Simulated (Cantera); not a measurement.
What does this Cantera script print?

```python
import numpy as np
import cantera as ct

gas_names = """
    Ca CaCL CaCL2 Ca2 CL CL2 H HCL H2
""".split()
cond_names = """
    Ca(a) Ca(b) Ca(L) CaCL2(s) CaCL2(L)
""".split()


# ... load() reads the species with a 1 bar reference pressure and builds the phases ...
atoms = {
    'CaCl2': {'Ca': 1, 'CL': 2},
    'HCl': {'H': 1, 'CL': 1},
    'H2': {'H': 2},
}
top_T = {}  # K; cautious upper limits of use, not melting points


# ... equilibrate(T, P, feed) seeds the gas with the atoms and calls Mixture.equilibrate('TP', solver="vcs", rtol=1e-11, max_steps=5000) ...
results = []
T = 2073.15  # K
P = 5.7  # Pa
for m in [15, 43, 72, 100, 130, 160, 190, 210, 240, 270, 300]:
    feed = {'CaCl2': 1, 'HCl': 0.36, 'H2': m}  # mol
    mix = equilibrate(T, P, feed)
    results.append((T, P, feed, dict(zip(mix.species_names, mix.species_moles))))
    x = sorted(zip(gas.X, gas.species_names), reverse=True)
    print(f"T = {T:g} K  P = {P:g} Pa  n(H2) = {m:g} mol  gas = {mix.phase_moles(0):.4g} mol")
    print("   x: " + "  ".join(f"{s} {v:.3e}" for v, s in x if v > 1e-05))
    print("   condensed (mol): " + ("  ".join(f"{mix.phase(i).name} {mix.phase_moles(i):.4g}"
          for i in range(1, mix.n_phases) if mix.phase_moles(i) > 1e-12) or "none"))
```

Result:

```
T = 2073.15 K  P = 5.7 Pa  n(H2) = 15 mol  gas = 19.7 mol
   x: H2 6.089e-01  H 2.721e-01  HCL 5.136e-02  CaCL2 2.065e-02  Ca 1.991e-02  CL 1.694e-02  CaCL 1.021e-02
   condensed (mol): none
T = 2073.15 K  P = 5.7 Pa  n(H2) = 43 mol  gas = 52.82 mol
   x: H2 6.623e-01  H 2.838e-01  HCL 2.664e-02  Ca 1.253e-02  CL 8.424e-03  CaCL2 3.212e-03  CaCL 3.194e-03
   condensed (mol): none
T = 2073.15 K  P = 5.7 Pa  n(H2) = 72 mol  gas = 86.93 mol
   x: H2 6.778e-01  H 2.871e-01  HCL 1.797e-02  Ca 8.959e-03  CL 5.617e-03  CaCL 1.523e-03  CaCL2 1.021e-03
   condensed (mol): none
T = 2073.15 K  P = 5.7 Pa  n(H2) = 100 mol  gas = 119.8 mol
   x: H2 6.851e-01  H 2.886e-01  HCL 1.365e-02  Ca 6.994e-03  CL 4.244e-03  CaCL 8.985e-04  CaCL2 4.552e-04
   condensed (mol): none
T = 2073.15 K  P = 5.7 Pa  n(H2) = 130 mol  gas = 155 mol
   x: H2 6.898e-01  H 2.896e-01  HCL 1.084e-02  Ca 5.648e-03  CL 3.358e-03  CaCL 5.741e-04  CaCL2 2.301e-04
   condensed (mol): none
T = 2073.15 K  P = 5.7 Pa  n(H2) = 160 mol  gas = 190.2 mol
   x: H2 6.928e-01  H 2.902e-01  HCL 8.975e-03  Ca 4.730e-03  CL 2.775e-03  CaCL 3.974e-04  CaCL2 1.316e-04
   condensed (mol): none
T = 2073.15 K  P = 5.7 Pa  n(H2) = 190 mol  gas = 225.3 mol
   x: H2 6.949e-01  H 2.907e-01  HCL 7.655e-03  Ca 4.065e-03  CL 2.364e-03  CaCL 2.909e-04  CaCL2 8.207e-05
   condensed (mol): none
T = 2073.15 K  P = 5.7 Pa  n(H2) = 210 mol  gas = 248.8 mol
   x: H2 6.960e-01  H 2.909e-01  HCL 6.970e-03  Ca 3.716e-03  CL 2.151e-03  CaCL 2.419e-04  CaCL2 6.209e-05
   condensed (mol): none
T = 2073.15 K  P = 5.7 Pa  n(H2) = 240 mol  gas = 283.9 mol
   x: H2 6.973e-01  H 2.912e-01  HCL 6.144e-03  Ca 3.291e-03  CL 1.894e-03  CaCL 1.887e-04  CaCL2 4.265e-05
   condensed (mol): none
T = 2073.15 K  P = 5.7 Pa  n(H2) = 270 mol  gas = 319.1 mol
   x: H2 6.983e-01  H 2.914e-01  HCL 5.492e-03  Ca 2.952e-03  CL 1.692e-03  CaCL 1.512e-04  CaCL2 3.053e-05
   condensed (mol): none
T = 2073.15 K  P = 5.7 Pa  n(H2) = 300 mol  gas = 354.2 mol
   x: H2 6.991e-01  H 2.916e-01  HCL 4.965e-03  Ca 2.677e-03  CL 1.528e-03  CaCL 1.238e-04  CaCL2 2.259e-05
   condensed (mol): none
```

Cantera equilibrium calculation (NASA polynomials, part measured and part estimated; ideal gas, pure solids and liquids).
